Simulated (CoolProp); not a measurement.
A simple Rankine cycle with n-perfluoropentane: condensing at 302.15 K, boiler at 1 MPa, turbine inlet 499 K, turbine efficiency 0.8, pump efficiency 0.6, no recuperator. Each further row changes one setting.

Model: reference Helmholtz-energy equation of state, Gao 2022, in CoolProp.

```tsv
case	thermal efficiency (%)	net work (kJ/kg)	heat in (kJ/kg)	turbine exit temperature (K)	volume ratio over the turbine
as stated	8.7	…	271	470.6	10.2
condensing temperature 294.15 K	…	26.8	280	…	…
boiler pressure 0.7 MPa	7.5	…	273	475.7	7.03
turbine efficiency 0.7	…	…	271	…	10.3
```

Q: Some entries are withheld; supply them.

A: 
- as stated, net work (kJ/kg): 23.6
- condensing temperature 294.15 K, thermal efficiency (%): 9.6
- condensing temperature 294.15 K, turbine exit temperature (K): 467.3
- condensing temperature 294.15 K, volume ratio over the turbine: 13.8
- boiler pressure 0.7 MPa, net work (kJ/kg): 20.5
- turbine efficiency 0.7, thermal efficiency (%): 7.6
- turbine efficiency 0.7, net work (kJ/kg): 20.6
- turbine efficiency 0.7, turbine exit temperature (K): 473.6
